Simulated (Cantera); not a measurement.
# Silicates and aluminates: SiO2 + MgO + H2

Charge: 1 mol SiO2, 1.6 mol MgO, 81 mol H2, equilibrated at 13.5 Torr.

Cantera equilibrium calculation (NASA polynomials, part measured and part estimated; ideal gas, pure solids and liquids). Candidate condensed phases: H2O, Mg, MgO, Mg(OH)2, MgSiO3, Mg2SiO4, Si, SiO2; 24 gas species. Mutual solubility and eutectic melting of coexisting phases are not modelled. The tables' values for MgH are old estimates; treat these amounts as uncertain. Condensed phases not in the tables: alloys, solid solutions and most ternary compounds. Kinetics and transport are ignored.

```csv
T (°C),x H2,x H,x H2O,x Mg,x SiO,x OH,x MgH,x MgOH,n MgSiO3(s),n Mg2SiO4(s)
725,1.00,1.60e-8,4.14e-9,1.29e-9,2.53e-9,<1e-12,<1e-12,<1e-12,0.400,0.600
925,1.000,1.42e-6,1.03e-6,1.73e-7,8.52e-7,<1e-12,1.60e-10,<1e-12,0.400,0.600
1125,1.000,3.53e-5,5.43e-5,5.22e-6,4.91e-5,3.78e-11,6.43e-9,1.20e-10,0.392,0.604
1325,0.997,0.000396,0.00106,6.36e-5,0.000997,1.64e-8,9.73e-8,1.46e-8,0.243,0.676
1525,0.987,0.00261,0.00543,0.00198,0.00345,9.44e-7,3.58e-6,1.41e-6,0,0.719
1725,0.934,0.0116,0.0271,0.0165,0.0107,3.34e-5,3.32e-5,4.01e-5,0,0.106
1925,0.900,0.0394,0.0303,0.0187,0.0117,0.000184,4.12e-5,3.71e-5,0,0
```
x: gas mole fraction; n: condensed amount in mol.

From 725 °C to 1325 °C the condensed part is MgSiO3(s) + Mg2SiO4(s). From 1525 °C to 1725 °C the condensed part is Mg2SiO4(s). At 1925 °C nothing is condensed.
